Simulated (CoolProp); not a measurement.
Vapour-liquid equilibrium of n-hexane (1) + dimethyl carbonate (2) at 0.0568 MPa; x and y are mole fractions of (1).

Values from CoolProp's multi-fluid Helmholtz-energy mixture model, Thol 2019 and Zhou 2011; pair parameters Bell 2016.

```tsv
x	bubble temperature, mixture model (K)	bubble temperature, Raoult's law (K)	y, mixture model	y, Raoult's law
0.05	336.8	344.7	0.319	0.097
0.2	326.1	340.7	?	0.344
0.35	323.6	337.0	0.658	0.535
0.5	?	333.7	?	0.685
0.65	?	330.7	?	0.805
0.8	?	327.9	0.778	0.900
0.95	323.4	325.3	?	0.978
```

Q: Fill in the missing entries.

A: 
- 0.2, y, mixture model: 0.596
- 0.5, bubble temperature, mixture model (K): 322.7
- 0.5, y, mixture model: 0.686
- 0.65, bubble temperature, mixture model (K): 322.2
- 0.65, y, mixture model: 0.718
- 0.8, bubble temperature, mixture model (K): 322.1
- 0.95, y, mixture model: 0.915

The largest gap from Raoult's law is -14.6 K in bubble temperature, at x = 0.2. y crosses x between x = 0.65 and 0.8: the model has an azeotrope there.

The pair parameters rest on a limited set of measurements; away from them the model extrapolates.
